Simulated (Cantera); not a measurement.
Feed: 1 mol ZrO2, 560 mol H2, equilibrated at 93.0 mbar.

Method: chemical equilibrium by Gibbs-energy minimisation in Cantera with the NASA 1993 tables (ideal gas, pure condensed phases). Candidate condensed phases: H2O, Zr, ZrO2; 12 gas species. The numbers say what is thermodynamically allowed, not how fast it happens. All values below are at 1175 °C.

Base state: H2 1.000, H 3.02e-5 (mole fractions); condensed: ZrO2(monoclinic).

Problem. What changes in the equilibrium state with this change: ZrO2 replaced by V2O5?

Solution. 
```csv
species,before,after
H2,1.000,0.996
H2O,1.38e-9,0.00357
H,3.02e-5,3.02e-5
"ZrO2(monoclinic), mol",1.00,0
"V2O3(s), mol",0,1.00
```
Condensed phases not in the tables: the oxides between V2O3 and V2O5 other than VO2. Further candidate phases: V, VO, V2O3, V2O4, V2O5.
